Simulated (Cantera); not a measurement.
A freely propagating, adiabatic, planar premixed flame of CO : H₂ : CH₄ : O₂ : N₂ = 1 : 0.13 : 1.2 : 2.12 : 7.96 (molar parts), unburnt at 600 K and 1.58 atm; mixture-averaged transport, grid criteria slope 0.08 and curve 0.16, no radiation.

Model: GRI-Mech 3.0 (53 species, 325 reactions), integrated in Cantera. Burning velocities carry a grid error of a few per cent, more on coarse grids.

Problem. What does this change do: 0.74 parts H2O added?

Solution. 
```json
[
 {"quantity": "laminar burning velocity", "before": "115 cm/s", "after": "89.9 cm/s"},
 {"quantity": "thermal thickness", "before": "0.219 mm", "after": "0.265 mm"},
 {"quantity": "peak x(C₂H₂)", "before": "0.000470", "after": "0.000520"}
]
```
